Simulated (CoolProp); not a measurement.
Isobutane along the isotherm 456.1 K: Z from the reference equation and from simpler models built on Tc = 407.8 K, pc = 3.629 MPa, ω = 0.184; each cubic takes its own stable root.

Model: reference Helmholtz-energy equation of state, Bücker 2006, in CoolProp.

```json
[
 {"p (MPa)": "1.13", "phase": "gas", "reference": "0.9239"},
 {"p (MPa)": "2.27", "phase": "gas", "reference": "0.8395"},
 {"p (MPa)": "3.4", "phase": "gas", "reference": "0.7459"},
 {"p (MPa)": "4.54", "phase": "supercritical", "reference": "0.6391"},
 {"p (MPa)": "5.67", "phase": "supercritical", "reference": "0.5270"},
 {"p (MPa)": "6.8", "phase": "supercritical", "reference": "0.4496"},
 {"p (MPa)": "7.94", "phase": "supercritical", "reference": "0.4317"},
 {"p (MPa)": "9.07", "phase": "supercritical", "reference": "0.4436"}
]
```

Problem. How far does each simpler model (Redlich-Kwong, Soave-Redlich-Kwong) lie from the reference over these 8 states: mean and median of the absolute difference, and the worst?

Solution. 
- Redlich-Kwong: mean 3.1 %, median 2.5 %, worst +7.8 % at 456.1 K and 9.07 MPa
- Soave-Redlich-Kwong: mean 6.1 %, median 4.1 %, worst +14.0 % at 456.1 K and 7.94 MPa
